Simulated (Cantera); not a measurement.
**Hydrocarbon pyrolysis for carbon deposition**

An isothermal, constant-pressure homogeneous reactor starts with 37.0 % C₂H₆, 63.0 % N₂, at 1023 K and 100.0 Torr.

Cantera simulation using GRI-Mech 3.0 (53 species, 325 reactions); the numbers are that mechanism's predictions, not measurements. GRI-Mech 3.0 stops at C3 and has no aromatics, soot or wall deposition, so with more carbon than oxygen in the feed, carbon stays in small species such as C2H2 where larger ones or solid carbon would form.

```tsv
t (s)	x C₂H₆	x H₂	x C₂H₄	x HCN	x CH₃	x H	x C₂H₂
8.00e-5	0.370	1.42e-9	1.46e-9	<1e-12	8.39e-8	6.04e-11	<1e-12
0.000457	0.370	1.99e-7	2.00e-7	<1e-12	2.70e-7	1.36e-9	<1e-12
0.00261	0.370	1.38e-5	1.38e-5	<1e-12	3.40e-7	1.35e-8	2.55e-11
0.0149	0.370	0.000505	0.000508	<1e-12	6.29e-7	7.73e-8	3.32e-8
0.0849	0.358	0.00897	0.00911	<1e-12	1.59e-6	1.64e-7	9.79e-6
0.484	0.289	0.0568	0.0576	<1e-12	1.39e-6	1.83e-7	0.000240
2.76	0.0971	0.191	0.192	<1e-12	7.60e-7	2.30e-7	0.00219
15.8	0.0149	0.245	0.239	<1e-12	3.49e-7	1.56e-7	0.00951
90.0	0.0121	0.232	0.217	<1e-12	4.92e-7	1.16e-7	0.0205
```
x: mole fraction; the columns are a selection and need not sum to one.

Equilibrium at this temperature and pressure: C₂H₆ 0.000614, H₂ 0.0368, C₂H₄ 0.0687, HCN 0.0396, CH₃ 3.38e-7, H 2.19e-9, C₂H₂ 0.0454 (gas phase only).
